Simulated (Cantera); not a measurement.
A closed system holds: 1 mol n-butane, a varied amount of CO2, 13 mol H2, equilibrated at 550 K and 70.0 bar.

These are equilibrium values from Cantera (NASA tables, ideal gas, pure condensed phases), not measurements of a reactor. Candidate condensed phases: C, C6H6, C7H8, C8H18, H2O; 110 gas species. The ideal-gas law is rough above about 30 bar. Equilibrium is a limit: real reactors are often held back by kinetics, nucleation or transport.

x: gas mole fraction; n: condensed amount in mol.

```json
[
 {"n(CO2) (mol)": "0.36", "x H2": "0.628", "x CH4": "0.320", "x H2O": "0.0528", "x CO2": "<1e-12", "x C2H6": "2.72e-8", "x CO": "<1e-12", "x HCOOH": "<1e-12", "n C(graphite)": "0"},
 {"n(CO2) (mol)": "0.87", "x H2": "0.497", "x CH4": "0.371", "x H2O": "0.133", "x CO2": "1.26e-11", "x C2H6": "4.63e-8", "x CO": "<1e-12", "x HCOOH": "<1e-12", "n C(graphite)": "0"},
 {"n(CO2) (mol)": "1.4", "x H2": "0.349", "x CH4": "0.429", "x H2O": "0.222", "x CO2": "1.67e-10", "x C2H6": "8.78e-8", "x CO": "4.56e-12", "x HCOOH": "<1e-12", "n C(graphite)": "0"},
 {"n(CO2) (mol)": "1.9", "x H2": "0.198", "x CH4": "0.488", "x H2O": "0.314", "x CO2": "3.66e-9", "x C2H6": "2.00e-7", "x CO": "4.00e-11", "x HCOOH": "<1e-12", "n C(graphite)": "0"},
 {"n(CO2) (mol)": "2.4", "x H2": "0.0345", "x CH4": "0.552", "x H2O": "0.414", "x CO2": "7.83e-6", "x C2H6": "1.47e-6", "x CO": "1.13e-8", "x HCOOH": "5.39e-12", "n C(graphite)": "0"},
 {"n(CO2) (mol)": "2.9", "x H2": "0.00428", "x CH4": "0.543", "x H2O": "0.419", "x CO2": "(withheld)", "x C2H6": "(withheld)", "x CO": "(withheld)", "x HCOOH": "(withheld)", "n C(graphite)": "(withheld)"},
 {"n(CO2) (mol)": "3.4", "x H2": "0.00408", "x CH4": "0.493", "x H2O": "0.459", "x CO2": "0.0442", "x C2H6": "9.95e-6", "x CO": "6.81e-6", "x HCOOH": "3.60e-9", "n C(graphite)": "0.727"},
 {"n(CO2) (mol)": "3.9", "x H2": "0.00389", "x CH4": "0.448", "x H2O": "0.492", "x CO2": "0.0558", "x C2H6": "8.64e-6", "x CO": "7.65e-6", "x HCOOH": "4.33e-9", "n C(graphite)": "1.38"},
 {"n(CO2) (mol)": "4.4", "x H2": "0.00371", "x CH4": "(withheld)", "x H2O": "0.519", "x CO2": "(withheld)", "x C2H6": "(withheld)", "x CO": "(withheld)", "x HCOOH": "(withheld)", "n C(graphite)": "(withheld)"},
 {"n(CO2) (mol)": "4.9", "x H2": "0.00355", "x CH4": "0.374", "x H2O": "0.542", "x CO2": "0.0811", "x C2H6": "6.57e-6", "x CO": "9.22e-6", "x HCOOH": "5.75e-9", "n C(graphite)": "2.56"}
]
```

**Question.** Fill in the missing entries.

**Answer.** 
- 4.4, x CH4: 0.409
- 4.4, x CO2: 0.0682
- 4.4, x C2H6: 7.52e-6
- 4.4, x CO: 8.45e-6
- 4.4, x HCOOH: 5.05e-9
- 4.4, n C(graphite): 1.99
- 2.9, x CO2: 0.0335
- 2.9, x C2H6: 1.15e-5
- 2.9, x CO: 5.93e-6
- 2.9, x HCOOH: 2.86e-9
- 2.9, n C(graphite): 0.0263
